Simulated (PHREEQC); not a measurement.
Synthetic water in mg/kgw, 38 °C, pH 3.59, pe 9.1: Na 95.6; K 1.53; Ca 34.3; Mg 6.45; Cl 40.4; S(6) as SO4 283; O(0) (dissolved oxygen) 0.67.

Valence states are taken as typed.

Model: ion-association model, wateq4f.dat, run in PHREEQC.

Each row changes one thing in this solution. This is a speciation only: nothing precipitates in the calculation.

```csv
case,ionic strength (mol/kgw),Ca+2 (mol/kgw),Mg+2 (mol/kgw),CaSO4 (mol/kgw),MgSO4 (mol/kgw),HSO4- (mol/kgw),SI of Gypsum (CaSO4:2H2O),SI of Epsomite (MgSO4:7H2O)
as made,0.00978,0.000681,0.000193,0.000175,7.21e-5,6.43e-5,-1.51,-4.60
Ca from 34.3 to 68.6 mg/kgw,___,0.00139,0.000198,___,___,6.00e-5,-1.24,-4.63
Mg from 6.45 to 12.9 mg/kgw,0.0101,0.000685,0.000390,0.000170,0.000141,6.26e-5,-1.52,-4.31
temperature from 38 to 90 °C at the same typed pH,0.00918,___,0.000140,0.000205,0.000126,___,-1.41,-5.10
```

Task: Fill in the missing entries.

Result: 
- Ca from 34.3 to 68.6 mg/kgw, ionic strength (mol/kgw): 0.0109
- Ca from 34.3 to 68.6 mg/kgw, CaSO4 (mol/kgw): 0.000324
- Ca from 34.3 to 68.6 mg/kgw, MgSO4 (mol/kgw): 6.72e-5
- temperature from 38 to 90 °C at the same typed pH, Ca+2 (mol/kgw): 0.000649
- temperature from 38 to 90 °C at the same typed pH, HSO4- (mol/kgw): 0.000230

At this temperature some constants are extrapolated from 25 °C, and those without enthalpy data are left unchanged.
